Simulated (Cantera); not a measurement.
Charge: 1 mol acetone, 2.5 mol H2O, 10 mol H2, equilibrated at 1.00 Torr.

Method: chemical equilibrium by Gibbs-energy minimisation in Cantera with the NASA 1993 tables (ideal gas, pure condensed phases). Candidate condensed phases: C, C6H6, C7H8, C8H18, H2O; 110 gas species. The feed counts by its element totals alone. Equilibrium is a limit: real reactors are often held back by kinetics, nucleation or transport.

log p: log10 of the partial pressure in bar; nothing condenses.

```tsv
T (°C)	log p H2	log p H	log p CO	log p H2O	log p OH	log p O
1627	-2.98	-4.59	-3.67	-4.47	[?]	-8.90
1727	-2.99	-4.28	-3.68	-4.47	[?]	-8.20
1827	-3.00	-4.01	-3.68	-4.48	[?]	-7.56
1927	-3.03	-3.77	-3.70	-4.50	[?]	-6.98
2027	-3.08	-3.55	-3.72	-4.54	[?]	-6.44
2127	-3.15	-3.38	-3.74	-4.60	[?]	-5.95
2227	-3.26	-3.23	-3.78	-4.71	[?]	-5.51
```

Question: What belongs in the gaps?

Answer: 
- 1627, log p OH: -7.17
- 1727, log p OH: -6.77
- 1827, log p OH: -6.41
- 1927, log p OH: -6.09
- 2027, log p OH: -5.80
- 2127, log p OH: -5.56
- 2227, log p OH: -5.36
